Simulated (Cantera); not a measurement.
An adiabatic, constant-volume homogeneous reactor starts with CH₄ : H₂ : O₂ : N₂ = 1 : 0.066 : 3.76 : 14.2 (molar parts), at 1075 K and 638 Torr. Integrator tolerance rtol = 1e-08.

Computed with Cantera and GRI-Mech 3.0 (53 species, 325 reactions).

What does this change do: initial temperature 1075 to 1273 K?


| quantity | before | after |
|---|---|---|
| time of steepest temperature rise | 90.1 ms | 7.57 ms |
| temperature at 0.400 s | 2394 K | 2505 K |
| equilibrium temperature | 2394 K | 2505 K |
| x(CH₄) at 0.400 s | <1e-12 (gas-phase equilibrium <1e-12) | <1e-12 (gas-phase equilibrium <1e-12) |
| x(H₂) at 0.400 s | 0.000912 (gas-phase equilibrium 0.000912) | 0.00166 (gas-phase equilibrium 0.00166) |
| x(O₂) at 0.400 s | 0.0838 (gas-phase equilibrium 0.0838) | 0.0824 (gas-phase equilibrium 0.0824) |
| x(HCN) at 0.400 s | 2.35e-12 (gas-phase equilibrium 2.35e-12) | 9.79e-12 (gas-phase equilibrium 9.79e-12) |
| x(NO) at 0.400 s | 0.0116 (gas-phase equilibrium 0.0116) | 0.0141 (gas-phase equilibrium 0.0141) |
| x(CO₂) at 0.400 s | 0.0498 (gas-phase equilibrium 0.0498) | 0.0474 (gas-phase equilibrium 0.0474) |

What does this change do: pressure from 638 Torr to 1800 Torr?


| quantity | before | after |
|---|---|---|
| time of steepest temperature rise | 90.1 ms | 30.3 ms |
| temperature at 0.400 s | 2394 K | 2415 K |
| equilibrium temperature | 2394 K | 2415 K |
| x(CH₄) at 0.400 s | <1e-12 (gas-phase equilibrium <1e-12) | <1e-12 (gas-phase equilibrium <1e-12) |
| x(H₂) at 0.400 s | 0.000912 (gas-phase equilibrium 0.000912) | 0.000609 (gas-phase equilibrium 0.000609) |
| x(O₂) at 0.400 s | 0.0838 (gas-phase equilibrium 0.0838) | 0.0837 (gas-phase equilibrium 0.0837) |
| x(HCN) at 0.400 s | 2.35e-12 (gas-phase equilibrium 2.35e-12) | 2.45e-12 (gas-phase equilibrium 2.45e-12) |
| x(NO) at 0.400 s | 0.0116 (gas-phase equilibrium 0.0116) | 0.0121 (gas-phase equilibrium 0.0121) |
| x(CO₂) at 0.400 s | 0.0498 (gas-phase equilibrium 0.0498) | 0.0507 (gas-phase equilibrium 0.0507) |
